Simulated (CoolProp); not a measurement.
Vapour-liquid equilibrium of n-octane (1) + o-xylene (2) at 0.0456 MPa; x and y are mole fractions of (1).

Values from CoolProp's multi-fluid Helmholtz-energy mixture model, Beckmüller 2019 and Zhou 2012; pair parameters Bell 2016.

```json
[
 {"x": "0.05", "bubble temperature, mixture model (K)": "388.3", "bubble temperature, Raoult's law (K)": "388.6", "y, mixture model": "0.088", "y, Raoult's law": "0.083"},
 {"x": "0.125", "bubble temperature, mixture model (K)": "?", "bubble temperature, Raoult's law (K)": "387.0", "y, mixture model": "0.207", "y, Raoult's law": "0.198"},
 {"x": "0.2", "bubble temperature, mixture model (K)": "384.7", "bubble temperature, Raoult's law (K)": "385.4", "y, mixture model": "0.310", "y, Raoult's law": "0.302"},
 {"x": "0.275", "bubble temperature, mixture model (K)": "383.2", "bubble temperature, Raoult's law (K)": "383.9", "y, mixture model": "?", "y, Raoult's law": "0.397"},
 {"x": "0.35", "bubble temperature, mixture model (K)": "381.7", "bubble temperature, Raoult's law (K)": "382.5", "y, mixture model": "0.486", "y, Raoult's law": "0.483"},
 {"x": "0.425", "bubble temperature, mixture model (K)": "380.4", "bubble temperature, Raoult's law (K)": "381.1", "y, mixture model": "0.562", "y, Raoult's law": "0.563"},
 {"x": "0.5", "bubble temperature, mixture model (K)": "379.1", "bubble temperature, Raoult's law (K)": "379.8", "y, mixture model": "?", "y, Raoult's law": "0.636"},
 {"x": "0.575", "bubble temperature, mixture model (K)": "377.9", "bubble temperature, Raoult's law (K)": "378.6", "y, mixture model": "0.696", "y, Raoult's law": "0.703"},
 {"x": "0.65", "bubble temperature, mixture model (K)": "376.8", "bubble temperature, Raoult's law (K)": "377.4", "y, mixture model": "0.756", "y, Raoult's law": "0.765"},
 {"x": "0.725", "bubble temperature, mixture model (K)": "?", "bubble temperature, Raoult's law (K)": "376.2", "y, mixture model": "0.813", "y, Raoult's law": "0.823"},
 {"x": "0.8", "bubble temperature, mixture model (K)": "374.8", "bubble temperature, Raoult's law (K)": "375.1", "y, mixture model": "0.867", "y, Raoult's law": "0.876"},
 {"x": "0.875", "bubble temperature, mixture model (K)": "?", "bubble temperature, Raoult's law (K)": "374.0", "y, mixture model": "0.919", "y, Raoult's law": "0.925"},
 {"x": "0.95", "bubble temperature, mixture model (K)": "372.9", "bubble temperature, Raoult's law (K)": "373.0", "y, mixture model": "0.968", "y, Raoult's law": "0.971"}
]
```

**Question.** Fill in the missing entries.

**Answer.** 
- 0.125, bubble temperature, mixture model (K): 386.5
- 0.275, y, mixture model: 0.403
- 0.5, y, mixture model: 0.631
- 0.725, bubble temperature, mixture model (K): 375.8
- 0.875, bubble temperature, mixture model (K): 373.8

The largest gap from Raoult's law is -0.8 K in bubble temperature, at x = 0.35. No azeotrope shows between x = 0.05 and 0.95.

Pair parameters are fitted to limited data, so mixtures are less certain than the pure fluids.
